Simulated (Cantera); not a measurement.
Pb + O2 + CO (metals in furnace atmospheres)

Input: 1 mol Pb, 1.5 mol O2, 5.7 mol CO, held at 2900000 Pa.

These are equilibrium values from Cantera (NASA tables, ideal gas, pure condensed phases), not measurements of a reactor. Candidate condensed phases: C, Pb, PbO, PbO2, Pb3O4; 15 gas species. Gases not in the tables: (PbO)n polymers. Kinetics and transport are ignored.

From 725 K to 1025 K the condensed part is C(graphite) + Pb(l). From 1125 K to 1925 K the condensed part is Pb(l).

```json
[
 {"T (K)": "725", "x CO2": "0.995", "x CO": "0.00487", "x Pb": "1.16e-10", "x PbO": "<1e-12", "n C(graphite)": "1.34", "n Pb(l)": "1.00"},
 {"T (K)": "825", "x CO2": "0.973", "x CO": "0.0273", "x Pb": "4.95e-9", "x PbO": "<1e-12", "n C(graphite)": "1.29", "n Pb(l)": "1.00"},
 {"T (K)": "925", "x CO2": "0.898", "x CO": "0.102", "x Pb": "9.21e-8", "x PbO": "<1e-12", "n C(graphite)": "1.12", "n Pb(l)": "1.00"},
 {"T (K)": "1025", "x CO2": "0.730", "x CO": "0.270", "x Pb": "9.59e-7", "x PbO": "7.91e-12", "n C(graphite)": "0.670", "n Pb(l)": "1.000"},
 {"T (K)": "1125", "x CO2": "0.526", "x CO": "0.474", "x Pb": "6.53e-6", "x PbO": "1.13e-10", "n C(graphite)": "0", "n Pb(l)": "1.000"},
 {"T (K)": "1225", "x CO2": "0.526", "x CO": "0.474", "x Pb": "3.22e-5", "x PbO": "2.18e-9", "n C(graphite)": "0", "n Pb(l)": "1.000"},
 {"T (K)": "1325", "x CO2": "0.526", "x CO": "0.474", "x Pb": "0.000124", "x PbO": "2.66e-8", "n C(graphite)": "0", "n Pb(l)": "0.999"},
 {"T (K)": "1425", "x CO2": "0.526", "x CO": "0.473", "x Pb": "0.000395", "x PbO": "2.26e-7", "n C(graphite)": "0", "n Pb(l)": "0.998"},
 {"T (K)": "1525", "x CO2": "0.526", "x CO": "0.473", "x Pb": "0.00107", "x PbO": "1.44e-6", "n C(graphite)": "0", "n Pb(l)": "0.994"},
 {"T (K)": "1625", "x CO2": "0.525", "x CO": "0.472", "x Pb": "0.00257", "x PbO": "7.28e-6", "n C(graphite)": "0", "n Pb(l)": "0.985"},
 {"T (K)": "1725", "x CO2": "0.523", "x CO": "0.471", "x Pb": "0.00555", "x PbO": "3.03e-5", "n C(graphite)": "0", "n Pb(l)": "0.968"},
 {"T (K)": "1825", "x CO2": "0.520", "x CO": "0.469", "x Pb": "0.0110", "x PbO": "0.000107", "n C(graphite)": "0", "n Pb(l)": "0.936"},
 {"T (K)": "1925", "x CO2": "0.515", "x CO": "0.464", "x Pb": "0.0203", "x PbO": "0.000330", "n C(graphite)": "0", "n Pb(l)": "0.879"}
]
```
x: gas mole fraction; n: condensed amount in mol.
